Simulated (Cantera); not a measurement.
A closed system holds: 1 mol Si₂H₆, 0.19 mol H₂O, equilibrated at 345 Torr.

Cantera equilibrium calculation (NASA polynomials, part measured and part estimated; ideal gas, pure solids and liquids). Candidate condensed phases: H₂O, Si, SiO₂; 18 gas species. The feed counts by its element totals alone. Gases not in the tables: Si₂H₆ and higher silanes. Equilibrium is a limit: real reactors are often held back by kinetics, nucleation or transport.

Problem. At 1773 K, list the 4 most abundant gas species with their mole fractions, and the condensed phases.

Solution. H₂ 0.943, SiO 0.0562, H 0.000407, H₂O 3.30e-5. Condensed: Si(l).
